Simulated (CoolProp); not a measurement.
Vapour-liquid equilibrium of dimethyl ether (1) + n-hexane (2) at 639 kPa; x and y are mole fractions of (1).

Values from CoolProp's multi-fluid Helmholtz-energy mixture model, Wu 2011 and Thol 2019; pair parameters Bell 2016.

**Question.** Give the bubble temperature and the first vapour's composition at x = 0.2, 0.5, 0.95. Is there an azeotrope?

**Answer.** x = 0.2: 358.3 K, y = 0.756; x = 0.5: 323.5 K, y = 0.939; x = 0.95: 302.8 K, y = 0.996. No azeotrope shows between x = 0.05 and 0.95.

Pair parameters are fitted to limited data, so mixtures are less certain than the pure fluids. The gap from Raoult's law changes sign with composition, which may be real or a fault of the pair parameters; it wasn't checked against measurements.
